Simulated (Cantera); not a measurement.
Input (Python, Cantera) and output of one run.

```python
import numpy as np
import cantera as ct

gas_names = """
    H HO2 H2 H2O H2O2 O OH O2 O3 V VO VO2
""".split()
cond_names = """
    H2O(s) H2O(L) V(cr) V(L) VO(s) VO(L) V2O3(s) V2O3(L) V2O4(I) V2O4(II) V2O4(L) V2O5(s) V2O5(L)
""".split()


# ... load() reads the species with a 1 bar reference pressure and builds the phases ...
atoms = {
    'V2O3': {'V': 2, 'O': 3},
    'H2': {'H': 2},
    'H2O': {'H': 2, 'O': 1},
}
top_T = {}  # K; cautious upper limits of use, not melting points


# ... equilibrate(T, P, feed) seeds the gas with the atoms and calls Mixture.equilibrate('TP', solver="vcs", rtol=1e-11, max_steps=5000) ...
results = []
feed = {'V2O3': 1, 'H2': 15, 'H2O': 0.56}  # mol
P = 100000  # Pa
for T in [1523, 1573, 1623, 1673, 1723, 1773, 1823, 1873, 1923, 1973, 2023, 2073, 2123, 2173]:
    mix = equilibrate(T, P, feed)
    results.append((T, P, feed, dict(zip(mix.species_names, mix.species_moles))))

top = {s: max(r[3][s] / sum(r[3][g] for g in gas_names) for r in results) for s in gas_names}
cols = sorted((s for s in top if top[s] > 0.0001), key=lambda s: -top[s])[:5]
seen = [c for c in cond_names if any(r[3].get(c, 0) > 1e-12 for r in results)]
print("log10 of partial pressures in bar; condensed amounts in mol")
print(f"{'T/K':>10s}" + "".join(f"{s[:9]:>10s}" for s in cols + seen))
for T, P, feed, n in results:
    ng = sum(n[g] for g in gas_names)
    print(f"{T:10.4g}" + "".join(f"{np.log10(max(n[s] / ng * P / 1e5, 1e-99)):10.3f}" for s in cols)
          + "".join(f"{n.get(c, 0):10.4g}" for c in seen))
```

Output:

```
log10 of partial pressures in bar; condensed amounts in mol
       T/K        H2       H2O         H       VO2     VO(L)   V2O3(s)
      1523    -0.016    -1.444    -4.644    -8.658         0         1
      1573    -0.016    -1.444    -4.399    -8.141         0         1
      1623    -0.016    -1.444    -4.168    -7.658         0         1
      1673    -0.016    -1.444    -3.952    -7.204         0         1
      1723    -0.016    -1.444    -3.747    -6.779         0         1
      1773    -0.016    -1.444    -3.554    -6.378         0         1
      1823    -0.016    -1.444    -3.371    -6.001         0         1
      1873    -0.016    -1.444    -3.198    -5.646         0         1
      1923    -0.016    -1.444    -3.034    -5.310         0         1
      1973    -0.017    -1.444    -2.878    -4.992         0    0.9999
      2023    -0.017    -1.444    -2.730    -4.691         0    0.9998
      2073    -0.017    -1.442    -2.589    -4.404  0.006253    0.9965
      2123    -0.023    -1.323    -2.457    -4.071    0.3655    0.8165
      2173    -0.030    -1.211    -2.331    -3.754    0.8044    0.5963
```

Method: chemical equilibrium by Gibbs-energy minimisation in Cantera with the NASA 1993 tables (ideal gas, pure condensed phases). Mutual solubility and eutectic melting of coexisting phases are not modelled. VO: taken at fixed stoichiometry. Condensed phases not in the tables: the oxides between V2O3 and V2O5 other than VO2.
